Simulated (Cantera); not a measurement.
A closed system holds: 1 mol SiF4, a varied amount of N2, 0.1 mol H2, held at 875 °C and 24.0 Pa.

These are equilibrium values from Cantera (NASA tables, ideal gas, pure condensed phases), not measurements of a reactor. Candidate condensed phases: Si, Si3N4; 37 gas species. The tables' values for SiF3, SiF2 are old estimates; treat these amounts as uncertain. Rates play no part.

x: gas mole fraction; nothing condenses.

```csv
n(N2) (mol),x N2,x SiF4,x H2,x HF
1.2,0.521,0.432,0.0423,?
3.3,0.750,0.226,0.0221,?
5.3,0.828,0.155,0.0151,?
7.4,0.870,0.117,0.0114,?
9.5,0.896,0.0937,0.00910,?
12,0.916,0.0758,0.00735,?
14,0.927,0.0657,0.00637,?
```

**Question.** Complete the blanks.

**Answer.** 
- 1.2, x HF: 0.00206
- 3.3, x HF: 0.00125
- 5.3, x HF: 0.000943
- 7.4, x HF: 0.000759
- 9.5, x HF: 0.000642
- 12, x HF: 0.000547
- 14, x HF: 0.000491
